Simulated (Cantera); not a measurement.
Input: 1 mol toluene, 0.6 mol O2, 2.5 mol N2, at 1273 K and 133 Pa.

These are equilibrium values from Cantera (NASA tables, ideal gas, pure condensed phases), not measurements of a reactor. Candidate condensed phases: C, C6H6, C7H8, C8H18, H2O; 136 gas species. Rates play no part.

Base state: H2 0.519, N2 0.325, CO 0.156, HCN 6.56e-5, H 1.41e-5 (mole fractions); condensed: C(graphite).

Question: What changes in the equilibrium state with this change: toluene replaced by CO?

Answer: 
```
species            before     after
----------------  -------  --------
N2                  0.325     0.694
CO2               2.33e-7     0.278
O2                  <1e-9    0.0277
H2                  0.519         0
CO                  0.156   4.02e-6
NO                  <1e-9  0.000113
HCN               6.56e-5         0
C(graphite), mol     5.80         0
```

Question: What changes in the equilibrium state with this change: temperature from 1273 K to 625 K?

Answer: 
| species | before | after |
|---|---|---|
| H2 | 0.519 | 0.487 |
| N2 | 0.325 | 0.367 |
| H2O | 1.28e-6 | 0.0694 |
| CO | 0.156 | 0.0154 |
| CO2 | 2.33e-7 | 0.0456 |
| CH4 | 3.38e-6 | 0.0153 |
| HCN | 6.56e-5 | <1e-9 |
| H | 1.41e-5 | <1e-9 |
| C(graphite), mol | 5.80 | 6.48 |
